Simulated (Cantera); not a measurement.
Charge: 1 mol CCl4, 0.49 mol HCl, 0.11 mol H2, equilibrated at 2198 K and 110 Pa.

Cantera equilibrium calculation (NASA polynomials, part measured and part estimated; ideal gas, pure solids and liquids). Candidate condensed phases: C, C6H6, C7H8, C8H18; 91 gas species. Equilibrium is a limit: real reactors are often held back by kinetics, nucleation or transport.

### Question
What is the equilibrium state?

### Answer
| Property | Result |
|---|---|
| x(Cl) | 0.843 |
| x(HCl) | 0.153 |
| x(H) | 0.00372 |
| x(H2) | 0.000491 |
| x(Cl2) | 0.000361 |
| x(C2HCl) | 2.54e-6 |
| x(C3) | 2.11e-6 |
| x(C) | 1.34e-6 |
| x(C2H2 (acetylene)) | 1.24e-6 |
| n(C(graphite)) | 1.000 mol |
| gas amount | 4.507 mol |
